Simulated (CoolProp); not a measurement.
Model: reference Helmholtz-energy equation of state, Lemmon 2003, in CoolProp. It is a pseudo-pure fit of the blend.

Problem. For R404A, give the phase and the Prandtl number, fugacity coefficient at 349.6 K and 4900 kPa; 399.7 K and 4900 kPa; 412.2 K and 4900 kPa.

Solution. 
- 349.6 K and 4900 kPa: supercritical; Prandtl number 3.34, fugacity coefficient 0.549
- 399.7 K and 4900 kPa: supercritical; Prandtl number 1.14, fugacity coefficient 0.740
- 412.2 K and 4900 kPa: supercritical; Prandtl number 1.05, fugacity coefficient 0.768

Viscosity comes from a separate model (Geller 2000). Thermal conductivity comes from a separate model (Geller 2001).
